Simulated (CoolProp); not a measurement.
Model: reference Helmholtz-energy equation of state, Gao 2016, in CoolProp.

Q: For sulfur dioxide, give the phase and the cp (kJ/(kg K)) at 447.1 K and 0.269 MPa; 447.1 K and 2.69 MPa.

A: 
- 447.1 K and 0.269 MPa: gas; cp 0.713
- 447.1 K and 2.69 MPa: gas; cp 0.848
